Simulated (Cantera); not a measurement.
## Catalytic stagnation flow on Pt

A jet of 1.60 % H₂, 13.9 % O₂, 84.5 % N₂ at 300 K and 0.370 bar hits a platinum plate 5.5 cm away at a mass flux of 0.094 kg/m²/s; the plate temperature is set and raised in steps from an oxygen-covered start.

Detailed kinetics in Cantera: Deutschmann's 1995 Pt surface mechanism with GRI-Mech 3.0 gas chemistry. Catalytic surfaces can have several steady states; this one follows from the mechanism file's or the stated starting coverage.

```tsv
plate T (K)	wall x H₂	wall x O₂	wall x H₂O	wall x OH	θ free Pt	θ O*	θ OH*
500	0.00138	0.123	0.0289	<1e-8	0.0164	0.967	0.0168
550	0.00137	0.123	0.0287	<1e-8	0.0173	0.973	0.00960
600	0.00137	0.123	0.0285	<1e-8	0.0182	0.976	0.00598
650	0.00134	0.123	0.0283	<1e-8	0.0194	0.977	0.00401
700	0.00122	0.123	0.0284	<1e-8	0.0224	0.975	0.00299
```
x: mole fraction at the wall; θ: surface coverage.
